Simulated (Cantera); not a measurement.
# Thermodynamics of silicon carbide growth, feed CH3SiH3 + C2H2 + H2

Feed: 1 mol CH3SiH3, 0.1 mol C2H2, 8.7 mol H2, at 0.00130 bar.

Method: chemical equilibrium by Gibbs-energy minimisation in Cantera with the NASA 1993 tables (ideal gas, pure condensed phases). Candidate condensed phases: C, C6H6, C7H8, C8H18, Si, SiC; 87 gas species. The feed counts by its element totals alone. Gases not in the tables: Si2H6 and higher silanes. Kinetics and transport are ignored.

| T (°C) | x H2 | x H | x Si | x SiC2 | x Si2C | x C2H2 (acetylene) | n C(graphite) | n SiC(s) |
|---|---|---|---|---|---|---|---|---|
| 875 | 1.000 | 1.99e-6 | <1e-12 | <1e-12 | <1e-12 | 3.71e-8 | 0.200 | 1.00 |
| 975 | 1.000 | 1.30e-5 | 1.33e-11 | <1e-12 | <1e-12 | 2.43e-7 | 0.200 | 1.00 |
| 1075 | 1.000 | 6.42e-5 | 5.45e-10 | <1e-12 | <1e-12 | 1.20e-6 | 0.200 | 1.00 |
| 1175 | 1.000 | 0.000256 | 1.33e-8 | 1.46e-11 | 1.32e-11 | 4.75e-6 | 0.200 | 1.00 |
| 1275 | 0.999 | 0.000854 | 2.14e-7 | 5.55e-10 | 4.69e-10 | 1.57e-5 | 0.200 | 1.000 |
| 1375 | 0.997 | 0.00247 | 2.44e-6 | 1.35e-8 | 1.07e-8 | 4.46e-5 | 0.199 | 1.000 |
| 1475 | 0.994 | 0.00632 | 2.11e-5 | 2.25e-7 | 1.69e-7 | 0.000112 | 0.198 | 1.000 |
| 1575 | 0.985 | 0.0146 | 0.000144 | 2.76e-6 | 1.96e-6 | 0.000254 | 0.196 | 0.998 |
| 1675 | 0.968 | 0.0308 | 0.000804 | 2.59e-5 | 1.76e-5 | 0.000522 | 0.197 | 0.989 |
| 1775 | 0.935 | 0.0600 | 0.00379 | 0.000195 | 0.000127 | 0.000980 | 0.223 | 0.947 |
| 1875 | 0.873 | 0.108 | 0.0154 | 0.00121 | 0.000754 | 0.00167 | 0.352 | 0.765 |
| 1975 | 0.754 | 0.177 | 0.0554 | 0.00636 | 0.00381 | 0.00250 | 0.880 | 0.0181 |
| 2075 | 0.654 | 0.277 | 0.0547 | 0.00888 | 0.00158 | 0.00357 | 0.803 | 0 |
x: gas mole fraction; n: condensed amount in mol.

From 875 °C to 1975 °C the condensed part is C(graphite) + SiC(s). At 2075 °C the condensed part is C(graphite).
